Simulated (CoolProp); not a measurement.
The numbers come from the reference Helmholtz-energy equation of state, Lemmon 2016 in CoolProp.

Problem. For R115, give the phase and the density (kg/m³), Joule-Thomson coefficient (K/MPa), isothermal compressibility (1/MPa), fugacity coefficient at 368.4 K and 0.469 MPa.

Solution. 
- 368.4 K and 0.469 MPa: gas; density 24.7, Joule-Thomson coefficient 7.93, isothermal compressibility 2.23, fugacity coefficient 0.958
